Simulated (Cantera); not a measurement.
Input: 1 mol SiH₄, 2.9 mol H₂O, held at 0.133 bar.

These are equilibrium values from Cantera (NASA tables, ideal gas, pure condensed phases), not measurements of a reactor. Candidate condensed phases: H₂O, Si, SiO₂; 18 gas species. The tables hold silica as quartz up to 1696 K and as liquid above; real silica turns to tridymite and cristobalite and melts near 1996 K. Gases not in the tables: Si(OH)₄. The numbers say what is thermodynamically allowed, not how fast it happens.

Problem. Which condensed phases are stable at each of these points (T (K)): 1473, 1498, 1523, 1548, 1573, 1598, 1623, 1648, 1673, 1698, 1723, 1748, 1773, 1798?

Solution. 
| T (K) | condensed phases | Si condensed (%) |
|---|---|---|
| 1473 | SiO₂(β-quartz) | 100.0 |
| 1498 | SiO₂(β-quartz) | 100.0 |
| 1523 | SiO₂(β-quartz) | 100.0 |
| 1548 | SiO₂(β-quartz) | 100.0 |
| 1573 | SiO₂(β-quartz) | 100.0 |
| 1598 | SiO₂(β-quartz) | 100.0 |
| 1623 | SiO₂(β-quartz) | 100.0 |
| 1648 | SiO₂(β-quartz) | 100.0 |
| 1673 | SiO₂(β-quartz) | 100.0 |
| 1698 | SiO₂(condensed) | 100.0 |
| 1723 | SiO₂(condensed) | 100.0 |
| 1748 | SiO₂(condensed) | 100.0 |
| 1773 | SiO₂(condensed) | 100.0 |
| 1798 | SiO₂(condensed) | 100.0 |

From 1473 K to 1673 K the condensed part is SiO₂(β-quartz). From 1698 K to 1798 K the condensed part is SiO₂(condensed).
